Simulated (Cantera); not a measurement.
A closed system holds: 1 mol SiHCl₃, 0.019 mol HCl, 630 mol H₂, held at 1323.15 K and 0.0360 bar.

Cantera equilibrium calculation (NASA polynomials, part measured and part estimated; ideal gas, pure solids and liquids). Candidate condensed phases: Si; 19 gas species. Equilibrium is a limit: real reactors are often held back by kinetics, nucleation or transport.

Base state: H₂ 0.995, HCl 0.00465, SiCl₂ 5.95e-5 (mole fractions); condensed: Si(s).

Question: What changes in the equilibrium state with this change: H₂ from 630 to 58 mol?

Answer: 
```json
[
 {"species": "H₂", "before": "0.995", "after": "0.955"},
 {"species": "HCl", "before": "0.00465", "after": "0.0395"},
 {"species": "SiCl₂", "before": "5.95e-5", "after": "0.00446"},
 {"species": "SiCl₄", "before": "2.12e-8", "after": "0.000119"},
 {"species": "SiCl₃", "before": "4.80e-7", "after": "0.000312"},
 {"species": "SiHCl₃", "before": "2.30e-7", "after": "0.000146"},
 {"species": "SiH₂Cl₂", "before": "3.57e-7", "after": "2.57e-5"},
 {"species": "Si(s), mol", "before": "0.961", "after": "0.696"}
]
```
The tables' values for SiCl₃ are old estimates; treat these amounts as uncertain.
